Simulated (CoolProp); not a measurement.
The fluid at 298.15 K and 0.327 MPa flows at 0.68 m/s in a round tube of 20 mm bore and 15 µm roughness, fully developed (64/Re and Nu = 3.66 if laminar; Colebrook and Gnielinski if turbulent). The same conditions are run with several fluids, on thermodynamics alone (safety and materials aside).

Computed with CoolProp (reference Helmholtz-energy equation of state of each fluid (m-xylene: Zhou 2012; water: Wagner 2002; R236EA: Rui 2013; R123: Younglove 1994; methanol: de Reuck 1993)).

Task: Rank m-xylene, water, R236EA, R123, methanol by Reynolds number, highest first.

Result: R236EA (50600), R123 (47600), m-xylene (20100), methanol (19600), water (15200)

```
fluid     Darcy friction factor  pressure drop (Pa/m)  heat-transfer coefficient (W/(m² K))  mass flow (kg/h)
--------  ---------------------  --------------------  ------------------------------------  ----------------
m-xylene                 0.0274                   273                                  1040               661
water                    0.0291                   335                                  3440               767
R236EA                   0.0233                   384                                  1340              1100
R123                     0.0235                   398                                  1180              1130
methanol                 0.0276                   251                                  1500               605
```

Transport values come from each fluid's own correlations; those of R236EA are estimates that may be off by 10 % or more.
